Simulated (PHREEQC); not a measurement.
1 kg of water holding 0.16 mol Na2SO4 meets 20 L of dry gas (CO2 1 by moles) at fixed total pressure, at 10 °C; fugacities by Peng-Robinson. The gases take part in no redox reaction, some water evaporates into the gas, and hydrates or a liquid gas phase aren't modelled. Precipitation was switched off in this run.

All values are PHREEQC results (Pitzer model, pitzer.dat), not measurements.

```csv
P (atm),dissolved CO2 (all carbonate carbon) (mol/kgw),φ of CO2,pH
1,0.0491,0.994,4.09
2,0.0978,0.987,3.95
3,0.146,0.981,3.86
5,0.239,0.968,3.75
7.5,0.351,0.952,3.67
10,0.457,0.936,3.62
15,0.656,0.905,3.54
20,0.837,0.874,3.49
```

Constants without temperature data keep their 25 °C values here.
